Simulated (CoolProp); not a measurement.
Vapour-liquid equilibrium of R245fa (1) + isopentane (2) at 34.05 °C; x and y are mole fractions of (1).

Model: multi-fluid Helmholtz-energy mixture model, Akasaka 2015 and Lemmon 2006; pair parameters Bell 2016, in CoolProp.

### Question
Give the bubble pressure and the first vapour's composition at x = 0.45, 0.85, 0.95. Is there an azeotrope?

### Answer
x = 0.45: 2.540 bar, y = 0.634; x = 0.85: 2.530 bar, y = 0.738; x = 0.95: 2.313 bar, y = 0.856. y crosses x between x = 0.65 and 0.75: the model has an azeotrope there.

The pair parameters rest on a limited set of measurements; away from them the model extrapolates. With so large a gap from Raoult's law the liquid may split in two, which this calculation doesn't test in full.
